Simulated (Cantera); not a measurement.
Input: 1 mol SiHCl₃, 84 mol H₂, equilibrated at 1.00 Torr.

Cantera equilibrium calculation (NASA polynomials, part measured and part estimated; ideal gas, pure solids and liquids). Candidate condensed phases: Si; 19 gas species. The tables' values for SiCl₃ are old estimates; treat these amounts as uncertain. Equilibrium is a limit: real reactors are often held back by kinetics, nucleation or transport. All values below are at 652 °C.

Base state: H₂ 0.980, HCl 0.0142, SiCl₄ 0.00414, SiHCl₃ 0.00104, SiCl₂ 0.000297, SiCl₃ 0.000176, SiH₂Cl₂ 2.56e-5 (mole fractions); condensed: Si(s).

**Question.** What changes in the equilibrium state with this change: pressure from 1.00 Torr to 900 Torr?

**Answer.** 
| species | before | after |
|---|---|---|
| H₂ | 0.980 | 0.988 |
| SiHCl₃ | 0.00104 | 0.00533 |
| SiCl₄ | 0.00414 | 0.00377 |
| HCl | 0.0142 | 0.00254 |
| SiH₃Cl | 1.56e-7 | 2.53e-5 |
| SiCl₂ | 0.000297 | 9.45e-6 |
| Si(s), mol | 0.514 | 0.157 |
